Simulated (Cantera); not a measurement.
# Equilibrium for tantalum, niobium, vanadium and zirconium in process gases: Ta + CH4 + H2

Input: 1 mol Ta, a varied amount of CH4, 12 mol H2, held at 1200 K and 1000 Pa.

Method: chemical equilibrium by Gibbs-energy minimisation in Cantera with the NASA 1993 tables (ideal gas, pure condensed phases). Candidate condensed phases: C, C6H6, C7H8, C8H18, Ta, TaC; 77 gas species. Mutual solubility and eutectic melting of coexisting phases are not modelled. TaC: taken at fixed stoichiometry. Condensed phases not in the tables: Ta2C, N, O or C dissolved in the metal. Rates play no part.

| n(CH4) (mol) | log p H2 | log p CH4 | log p H | log p C2H2 (acetylene) | log p C2H4 | n Ta(s) | n TaC(s) | n C(graphite) |
|---|---|---|---|---|---|---|---|---|
| 0.32 | -2.00 | -11.92 | -7.70 | <-14 | <-14 | 0.680 | 0.320 | 0 |
| 0.36 | -2.00 | -11.92 | -7.70 | <-14 | <-14 | 0.640 | 0.360 | 0 |
| 0.41 | -2.00 | -11.92 | -7.70 | <-14 | <-14 | 0.590 | 0.410 | 0 |
| 0.47 | -2.00 | -11.92 | -7.70 | <-14 | <-14 | 0.530 | 0.470 | 0 |
| 0.53 | -2.00 | -11.92 | -7.70 | <-14 | <-14 | 0.470 | 0.530 | 0 |
| 0.6 | -2.00 | -11.92 | -7.70 | <-14 | <-14 | 0.400 | 0.600 | 0 |
| 0.68 | -2.00 | -11.92 | -7.70 | <-14 | <-14 | 0.320 | 0.680 | 0 |
| 0.77 | -2.00 | -11.92 | -7.70 | <-14 | <-14 | 0.230 | 0.770 | 0 |
| 0.87 | -2.00 | -11.92 | -7.70 | <-14 | <-14 | 0.130 | 0.870 | 0 |
| 0.99 | -2.00 | -11.92 | -7.70 | <-14 | <-14 | 0.0100 | 0.990 | 0 |
| 1.1 | -2.00 | -5.80 | -7.70 | -8.99 | -9.90 | 0 | 1.00 | 0.0978 |
| 1.3 | -2.00 | -5.80 | -7.70 | -8.99 | -9.90 | 0 | 1.00 | 0.298 |
| 1.4 | -2.00 | -5.80 | -7.70 | -8.99 | -9.90 | 0 | 1.00 | 0.398 |
log p: log10 of the partial pressure in bar; n: condensed amount in mol.

From 0.32 mol CH4 to 0.99 mol CH4 the condensed part is Ta(s) + TaC(s). From 1.1 mol CH4 to 1.4 mol CH4 the condensed part is C(graphite) + TaC(s).
